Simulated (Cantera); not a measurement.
What does this Cantera script print?

```python
import numpy as np
import cantera as ct

gas = ct.Solution("h2o2.yaml")
gas.TPX = 1150, 17000, {'H2': 12, 'O2': 1, 'N2': 1.2}
reactor = ct.IdealGasConstPressureReactor(gas, energy="off", clone=False)
net = ct.ReactorNet([reactor])
net.rtol, net.atol = 1e-08, 1e-18
show = ['H2', 'O2', 'H', 'H2O', 'OH', 'HO2', 'O']
times = np.geomspace(0.0004, 9, 11)

steps = ct.SolutionArray(gas, extra=["t"])
rows = []
print(f"{'t/s':>10s}{'T/K':>9s}{'P/Pa':>11s}" + "".join(f"{s:>11s}" for s in show))
for t in times:
    while net.time < t:
        t_next = net.step()
        steps.append(gas.state, t=t_next)
    rows.append([np.interp(t, steps.t, y) for y in (steps.T, steps.P, *steps(*show).X.T)])
    print(f"{t:10.3e}{rows[-1][0]:9.1f}{rows[-1][1]:11.4g}" + "".join(f"{x:11.3e}" for x in rows[-1][2:]))
rate = np.gradient(steps.T, steps.t)
print("integrator steps:", len(steps.t))
if steps.T.max() > steps.T[0] + 200:
    print(f"time of steepest temperature rise: {steps.t[rate.argmax()]:.4e} s")
gas.TPX = 1150, 17000, {'H2': 12, 'O2': 1, 'N2': 1.2}
gas.equilibrate("TP")
print(f"equilibrium (TP): T = {gas.T:.1f} K  " + "  ".join(f"{s} {gas[s].X[0]:.3e}" for s in show))
```

Output:

```
       t/s      T/K       P/Pa         H2         O2          H        H2O         OH        HO2          O
 4.000e-04   1150.0    1.7e+04  8.421e-01  6.934e-02  1.884e-03  2.085e-03  2.138e-05  8.012e-06  4.395e-05
 1.090e-03   1150.0    1.7e+04  7.003e-01  9.941e-07  6.523e-02  1.465e-01  8.238e-05  2.587e-10  8.172e-06
 2.968e-03   1150.0    1.7e+04  7.374e-01  9.984e-08  2.301e-02  1.497e-01  2.823e-05  2.940e-11  9.357e-07
 8.086e-03   1150.0    1.7e+04  7.504e-01  1.242e-08  8.209e-03  1.509e-01  9.976e-06  4.670e-12  1.158e-07
 2.203e-02   1150.0    1.7e+04  7.550e-01  1.669e-09  2.968e-03  1.513e-01  3.595e-06  9.630e-13  1.500e-08
 6.000e-02   1150.0    1.7e+04  7.566e-01  2.426e-10  1.082e-03  1.514e-01  1.309e-06  2.442e-13  1.985e-09
 1.634e-01   1150.0    1.7e+04  7.572e-01  3.868e-11  3.958e-04  1.515e-01  4.786e-07  6.542e-14  2.654e-10
 4.452e-01   1150.0    1.7e+04  7.574e-01  6.516e-12  1.451e-04  1.515e-01  1.754e-07  1.553e-14  3.565e-11
 1.213e+00   1150.0    1.7e+04  7.575e-01  1.048e-12  5.323e-05  1.515e-01  6.435e-08  2.924e-15  4.798e-12
 3.304e+00   1150.0    1.7e+04  7.576e-01  1.507e-13  1.954e-05  1.515e-01  2.362e-08  4.318e-16  6.463e-13
 9.000e+00   1150.0    1.7e+04  7.576e-01  1.918e-14  7.171e-06  1.515e-01  8.670e-09  5.061e-17  8.709e-14
integrator steps: 2509
equilibrium (TP): T = 1150.0 K  H2 7.576e-01  O2 4.400e-18  H 1.585e-07  H2O 1.515e-01  OH 1.917e-10  HO2 1.838e-21  O 4.257e-17
```

Computed with Cantera and the H2/O2 subset of GRI-Mech 3.0, which has no nitrogen chemistry. The temperature is held fixed by assumption; the heat of reaction is taken as removed at once.
